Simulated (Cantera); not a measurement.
A perfectly stirred reactor is fed with CH₄ : N₂ = 1 : 110 (molar parts), at 0.00160 bar; it is held at 1475 K, and followed from long to short residence time.

Detailed kinetics in Cantera: GRI-Mech 3.0 (53 species, 325 reactions). GRI-Mech 3.0 stops at C3 and has no aromatics, soot or wall deposition, so with more carbon than oxygen in the feed, carbon stays in small species such as C2H2 where larger ones or solid carbon would form. Radical loss at walls, strong at low pressure, is not modelled.

What does this change do: temperature 1475 to 1525 K?


| quantity | before | after |
|---|---|---|
| x(CH₄) at τ = 17.0 s | 0.00819 | 0.00690 |
| x(HCN) at τ = 17.0 s | 3.12e-9 | 4.88e-8 |
| x(H) at τ = 17.0 s | 6.13e-7 | 2.64e-6 |
| x(C₂H) at τ = 17.0 s | 2.49e-10 | 1.70e-9 |
| x(CH₂) at τ = 17.0 s | 1.70e-8 | 5.00e-8 |
| x(CH₄) at τ = 0.210 s | 0.00901 | 0.00901 |
| x(HCN) at τ = 0.210 s | <1e-12 | <1e-12 |
| x(H) at τ = 0.210 s | 1.08e-8 | 2.60e-8 |
| x(C₂H) at τ = 0.210 s | <1e-12 | <1e-12 |
| x(CH₂) at τ = 0.210 s | 8.23e-12 | 6.27e-11 |
